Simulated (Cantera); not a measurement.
Cantera with NASA thermochemical tables; ideal gases at 1 bar, condensed phases pure. Values are per mole of reaction as written; species without (g) are pure solids or liquids, kept so even where they would boil at 1 bar.

Question: Between 300 and 1798 K, where is each reaction favourable under standard conditions?
- 4 OH(g) + Zr = ZrO₂(g) + 2 H₂O(g)

Answer: 
- 4 OH(g) + Zr = ZrO₂(g) + 2 H₂O(g): ΔG° is -890 kJ at 300 K and -669 kJ at 1798 K; it stays negative (K > 1). ΔH° is -954 kJ and ΔS° -159 J/K at 1798 K.
